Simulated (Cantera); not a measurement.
Input (Python, Cantera):

```python
import numpy as np
import cantera as ct

gas = ct.Solution("gri30.yaml")


def delay(T, t_max=10):
    gas.TPX = T, 1000000, {'CO': 1, 'H2': 0.034, 'CH4': 0.1, 'O2': 1.28, 'N2': 4.81}
    reactor = ct.IdealGasConstPressureReactor(gas, clone=False)
    net = ct.ReactorNet([reactor])
    net.rtol, net.atol = 1e-8, 1e-16
    while net.time < t_max:
        t_old, T_old = net.time, reactor.T
        net.step()
        if reactor.T > T + 400:  # ignition: a rise of 400 K
            return t_old + (T + 400 - T_old) / (reactor.T - T_old) * (net.time - t_old)
    return np.nan


taus = []
for T in [1100, 1200, 1300, 1400, 1500, 1600, 1700]:
    taus.append(delay(T))
    print(f"T0 = {T:6g} K   tau = {taus[-1]:.4e} s")
```

Output:

```
T0 =   1100 K   tau = 1.1106e-03 s
T0 =   1200 K   tau = 2.6648e-04 s
T0 =   1300 K   tau = 9.4230e-05 s
T0 =   1400 K   tau = 4.2365e-05 s
T0 =   1500 K   tau = 2.2793e-05 s
T0 =   1600 K   tau = 1.4126e-05 s
T0 =   1700 K   tau = 9.7250e-06 s
```

Detailed kinetics in Cantera: GRI-Mech 3.0 (53 species, 325 reactions).
